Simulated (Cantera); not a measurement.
A closed system holds: 1 mol CHF3, 0.007 mol CH4, 0.51 mol H2, at 760 Pa.

Equilibrium computed with Cantera from the NASA thermochemical tables; the gas is ideal and each condensed phase is pure. Candidate condensed phases: C, C6H6, C7H8, C8H18; 95 gas species. Gases not in the tables: C2F6 and larger saturated fluorocarbons. Kinetics and transport are ignored.

**Question.** What share of the C ends up in condensed phases as a function of T (°C), at 1302, 1402, 1502, 1602, 1702, 1802, 1902, 2002?

**Answer.** 
```json
[
 {"T (°C)": "1302", "C condensed (%)": "76.3", "as": "C(graphite)"},
 {"T (°C)": "1402", "C condensed (%)": "76.2", "as": "C(graphite)"},
 {"T (°C)": "1502", "C condensed (%)": "75.9", "as": "C(graphite)"},
 {"T (°C)": "1602", "C condensed (%)": "75.2", "as": "C(graphite)"},
 {"T (°C)": "1702", "C condensed (%)": "73.9", "as": "C(graphite)"},
 {"T (°C)": "1802", "C condensed (%)": "72.0", "as": "C(graphite)"},
 {"T (°C)": "1902", "C condensed (%)": "70.9", "as": "C(graphite)"},
 {"T (°C)": "2002", "C condensed (%)": "73.0", "as": "C(graphite)"}
]
```
